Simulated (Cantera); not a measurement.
Cantera run:

```python
import numpy as np
import cantera as ct

gas_names = """
    C CN CO CO2 C2 CCN CNC C2N2 C2O C3 C3O2 C4 C4N2 C5 N NCO NO NO2 NO3 N2 N2O O O2 O3 Pb PbO Pb2
""".split()
cond_names = """
    C(gr) Pb(cr) Pb(L) PbO(rd) PbO(yw) PbO(L) PbO2(s) Pb3O4(s)
""".split()


# ... load() reads the species with a 1 bar reference pressure and builds the phases ...
atoms = {
    'PbO': {'Pb': 1, 'O': 1},
    'CO': {'C': 1, 'O': 1},
    'N2': {'N': 2},
}
top_T = {'C(gr)': 4500, 'Pb3O4(s)': 820}  # K; cautious upper limits of use, not melting points


# ... equilibrate(T, P, feed) seeds the gas with the atoms and calls Mixture.equilibrate('TP', solver="vcs", rtol=1e-11, max_steps=5000) ...
results = []
feed = {'PbO': 1, 'CO': 0.92, 'N2': 0.24}  # mol
P = 210  # Pa
for T in [900, 950, 1000, 1050, 1100, 1150, 1200, 1250]:
    mix = equilibrate(T, P, feed)
    results.append((T, P, feed, dict(zip(mix.species_names, mix.species_moles))))

top = {s: max(r[3][s] / sum(r[3][g] for g in gas_names) for r in results) for s in gas_names}
cols = sorted((s for s in top if top[s] > 0.0001), key=lambda s: -top[s])[:5]
seen = [c for c in cond_names if any(r[3].get(c, 0) > 1e-12 for r in results)]
print("log10 of partial pressures in bar; condensed amounts in mol")
print(f"{'T/K':>10s}" + "".join(f"{s[:9]:>10s}" for s in cols + seen))
for T, P, feed, n in results:
    ng = sum(n[g] for g in gas_names)
    print(f"{T:10.4g}" + "".join(f"{np.log10(max(n[s] / ng * P / 1e5, 1e-99)):10.3f}" for s in cols)
          + "".join(f"{n.get(c, 0):10.4g}" for c in seen))
```

It prints:

```
log10 of partial pressures in bar; condensed amounts in mol
       T/K       CO2        Pb        N2       PbO        CO     Pb(L)   PbO(yw)    PbO(L)
       900    -2.779    -5.864    -3.362    -8.127    -7.141    0.9192   0.08004         0
       950    -2.780    -5.298    -3.363    -7.278    -6.946    0.9172   0.08003         0
      1000    -2.782    -4.791    -3.365    -6.516    -6.771    0.9109   0.07992         0
      1050    -2.789    -4.332    -3.372    -5.830    -6.616    0.8936    0.0793         0
      1100    -2.806    -3.917    -3.389    -5.208    -6.485    0.8486   0.07655         0
      1150    -2.849    -3.538    -3.432    -4.643    -6.392    0.7317   0.06549         0
      1200    -2.958    -3.192    -3.542    -4.166    -6.337    0.3823         0   0.02339
      1250    -3.049    -3.049    -3.632    -4.105    -6.076         0         0         0
```

These are equilibrium values from Cantera (NASA tables, ideal gas, pure condensed phases), not measurements of a reactor. Each liquid is taken as pure. Mutual solubility and eutectic melting of coexisting phases are not modelled.
